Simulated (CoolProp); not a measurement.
Properties of n-perfluorobutane along the isobar 1.01 bar.

Computed with CoolProp (reference Helmholtz-energy equation of state, Gao 2022).

```csv
T (K),phase,density (kg/m³),cv (kJ/(kg K)),isothermal compressibility (1/MPa),expansivity (1/kK)
377,gas,7.790,0.9021,10.06,2.798
383.8,gas,7.644,0.9070,10.05,2.741
390.5,gas,7.507,0.9116,10.04,2.687
397.3,gas,7.372,0.9162,10.03,2.634
404.1,gas,7.242,0.9205,10.02,2.584
410.9,gas,7.117,0.9247,10.02,2.536
417.6,gas,6.999,0.9287,10.01,2.490
424.4,gas,6.882,0.9326,10.00,2.446
431.2,gas,6.770,0.9364,9.996,2.403
```
